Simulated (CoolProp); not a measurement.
C2F6 (R116) along the isotherm -1.85 °C: Z from the reference equation and from simpler models built on Tc = 19.9 °C, pc = 3.048 MPa, ω = 0.257; each cubic takes its own stable root.

Computed with CoolProp (reference Helmholtz-energy equation of state, Lemmon 2006). It is a short technical equation, of lower accuracy than the large ones.

| p (MPa) | phase | reference | van der Waals | Redlich-Kwong | Soave-Redlich-Kwong |
|---|---|---|---|---|---|
| 3.05 | liquid | 0.1563 | 0.2392 | 0.1814 | (withheld) |
| 6.1 | liquid | 0.2969 | 0.4255 | (withheld) | 0.3189 |
| 9.14 | liquid | 0.4298 | 0.6021 | 0.4609 | 0.4530 |
| 12.2 | liquid | 0.5589 | 0.7733 | 0.5897 | (withheld) |
| 15.2 | liquid | 0.6819 | 0.9367 | 0.7117 | (withheld) |
| 18.3 | liquid | 0.8060 | 1.102 | 0.8342 | 0.8259 |
| 21.3 | liquid | 0.9238 | 1.259 | 0.9502 | 0.9419 |
| 24.4 | liquid | 1.043 | 1.419 | 1.068 | 1.059 |
| 27.4 | liquid | 1.157 | 1.572 | 1.180 | 1.171 |
| 30.5 | liquid | 1.274 | 1.729 | 1.294 | 1.286 |

Fill in the missing entries.


- 3.05, Soave-Redlich-Kwong: 0.1742
- 6.1, Redlich-Kwong: 0.3265
- 12.2, Soave-Redlich-Kwong: 0.5817
- 15.2, Soave-Redlich-Kwong: 0.7035
